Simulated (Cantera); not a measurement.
## Reactions in the system C-Mg-O

Cantera with NASA thermochemical tables; ideal gases at 1 bar, condensed phases pure. Values are per mole of reaction as written; species without (g) are pure solids or liquids, kept so even where they would boil at 1 bar.

O2(g) + Mg + CO(g) → MgCO3

```json
[
 {"T (K)": "375", "ΔH° (kJ)": "-1001.4", "ΔS° (J/K)": "-370.1", "ΔG° (kJ)": "-862.6", "log10 K": "120.15"},
 {"T (K)": "425", "ΔH° (kJ)": "-1001.2", "ΔS° (J/K)": "-369.6", "ΔG° (kJ)": "-844.1", "log10 K": "103.74"},
 {"T (K)": "475", "ΔH° (kJ)": "-1000.8", "ΔS° (J/K)": "-368.7", "ΔG° (kJ)": "-825.6", "log10 K": "90.79"},
 {"T (K)": "525", "ΔH° (kJ)": "-1000.2", "ΔS° (J/K)": "-367.5", "ΔG° (kJ)": "-807.2", "log10 K": "80.31"},
 {"T (K)": "575", "ΔH° (kJ)": "-999.4", "ΔS° (J/K)": "-366.1", "ΔG° (kJ)": "-788.9", "log10 K": "71.66"},
 {"T (K)": "625", "ΔH° (kJ)": "-998.5", "ΔS° (J/K)": "-364.6", "ΔG° (kJ)": "-770.6", "log10 K": "64.40"},
 {"T (K)": "675", "ΔH° (kJ)": "-997.4", "ΔS° (J/K)": "-363.0", "ΔG° (kJ)": "-752.4", "log10 K": "58.23"},
 {"T (K)": "725", "ΔH° (kJ)": "-996.3", "ΔS° (J/K)": "-361.4", "ΔG° (kJ)": "-734.3", "log10 K": "52.91"},
 {"T (K)": "775", "ΔH° (kJ)": "-995.1", "ΔS° (J/K)": "-359.7", "ΔG° (kJ)": "-716.3", "log10 K": "48.28"},
 {"T (K)": "825", "ΔH° (kJ)": "-993.8", "ΔS° (J/K)": "-358.1", "ΔG° (kJ)": "-698.4", "log10 K": "44.22"}
]
```
